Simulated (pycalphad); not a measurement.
Computed with pycalphad from the COST 507 light-alloy database (1999), at 1 atm. The data set is of 1999 and partly superseded. Diffusion is slow at the low end, where real alloys seldom reach equilibrium.

How does the equilibrium phase assembly of Ti-63.4Si (at.%) change on cooling from 2600 K to 500 K?


```tsv
T (K)	phases above	phases below
1755.6	liquid	liquid + SITI
1747.4	liquid + SITI	SI2TI + SITI
```
Changes were sought between steps of 100 K, so a narrower field can be missed.

Database names, with the compositions (at.%) that they take in these runs: SI2TI: Si 67 Ti 33; SITI: Ti 50 Si 50.
